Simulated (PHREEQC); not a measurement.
**Metal-bearing waste water (model solution)**

Make-up at 80 °C: 0.0028 mol NiSO4, 0.00083 mol MgSO4, 6.3e-05 mol H2SO4 and 0.054 mol Na2SO4 per kg of water. It is in equilibrium with CO2 at log p = -2 (atm). Otherwise closed; pH follows from the charge balance.

Model: ion-association model, wateq4f.dat, run in PHREEQC.

Each row changes one thing in this solution. Precipitation was switched off in this run.

| case | pH | ionic strength (mol/kgw) | SO4-2 (mol/kgw) | NiSO4 (mol/kgw) | Ni+2 (mol/kgw) | MgSO4 (mol/kgw) | SI of Morenosite (NiSO4:7H2O) | SI of Epsomite (MgSO4:7H2O) |
|---|---|---|---|---|---|---|---|---|
| as made | 4.82 | 0.150 | 0.0466 | 0.00146 | 0.00133 | 0.000637 | -3.27 | -4.26 |
| diluted 5-fold with water | 5.03 | … | 0.0105 | 0.000228 | 0.000332 | … | -4.08 | -5.03 |
| Na2SO4 left out | 4.16 | 0.0105 | 0.00262 | 0.000644 | 0.00215 | 0.000373 | -3.63 | -4.50 |
| 0.011 mol/kgw HCl added | 2.83 | 0.146 | … | 0.00135 | 0.00144 | 0.000612 | -3.30 | -4.28 |
| Na2SO4 from 0.054 to 0.27 mol/kgw | 5.15 | 0.635 | 0.181 | 0.00183 | … | 0.000686 | -3.15 | -4.21 |
| MgSO4 from 0.00083 to 0.000747 mol/kgw | 4.82 | 0.150 | 0.0466 | 0.00146 | 0.00133 | 0.000573 | -3.27 | -4.31 |

### Question
Some entries are withheld; supply them.

### Answer

- diluted 5-fold with water, ionic strength (mol/kgw): 0.0326
- diluted 5-fold with water, MgSO4 (mol/kgw): 0.000110
- 0.011 mol/kgw HCl added, SO4-2 (mol/kgw): 0.0389
- Na2SO4 from 0.054 to 0.27 mol/kgw, Ni+2 (mol/kgw): 0.000961

Species that the database lacks are ignored. Away from 25 °C the constants follow the database's enthalpies or fits; those with neither stay at their 25 °C values.
